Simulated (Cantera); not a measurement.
An adiabatic, constant-volume homogeneous reactor starts with CH4 : O2 : N2 = 1 : 0.833 : 3.13 (molar parts), equivalence ratio 2.4, at 1750 K and 3080 Torr. Integrator tolerance rtol = 1e-08.

Detailed kinetics in Cantera: GRI-Mech 3.0 (53 species, 325 reactions).

Q: What does this change do: pressure from 3080 Torr to 7500 Torr?

A: 
```
quantity                                                            before                                    after
---------------------------------  ---------------------------------------  ---------------------------------------
time of steepest temperature rise                                  55.6 µs                                  27.8 µs
temperature at 8.00 s                                               2802 K                                   2834 K
equilibrium temperature                                             2802 K                                   2834 K
x(CH4) at 8.00 s                   1.21e-9 (gas-phase equilibrium 1.36e-9)  6.78e-9 (gas-phase equilibrium 7.59e-9)
x(O2) at 8.00 s                    1.14e-5 (gas-phase equilibrium 1.14e-5)  5.95e-6 (gas-phase equilibrium 5.95e-6)
x(CO2) at 8.00 s                   0.00957 (gas-phase equilibrium 0.00957)  0.00950 (gas-phase equilibrium 0.00950)
x(H) at 8.00 s                       0.0136 (gas-phase equilibrium 0.0136)  0.00975 (gas-phase equilibrium 0.00975)
x(H2) at 8.00 s                        0.220 (gas-phase equilibrium 0.220)      0.222 (gas-phase equilibrium 0.222)
x(H2O2) at 8.00 s                  1.17e-8 (gas-phase equilibrium 1.17e-8)  1.41e-8 (gas-phase equilibrium 1.41e-8)
```

Q: What does this change do: initial temperature 1750 to 1473 K?

A: 
```
quantity                                                            before                                    after
---------------------------------  ---------------------------------------  ---------------------------------------
time of steepest temperature rise                                  55.6 µs                                 0.735 ms
temperature at 8.00 s                                               2802 K                                   2586 K
equilibrium temperature                                             2802 K                                   2586 K
x(CH4) at 8.00 s                   1.21e-9 (gas-phase equilibrium 1.36e-9)  3.21e-9 (gas-phase equilibrium 3.61e-9)
x(O2) at 8.00 s                    1.14e-5 (gas-phase equilibrium 1.14e-5)  1.69e-6 (gas-phase equilibrium 1.69e-6)
x(CO2) at 8.00 s                   0.00957 (gas-phase equilibrium 0.00957)    0.0103 (gas-phase equilibrium 0.0103)
x(H) at 8.00 s                       0.0136 (gas-phase equilibrium 0.0136)  0.00580 (gas-phase equilibrium 0.00580)
x(H2) at 8.00 s                        0.220 (gas-phase equilibrium 0.220)      0.225 (gas-phase equilibrium 0.225)
x(H2O2) at 8.00 s                  1.17e-8 (gas-phase equilibrium 1.17e-8)  3.19e-9 (gas-phase equilibrium 3.19e-9)
```
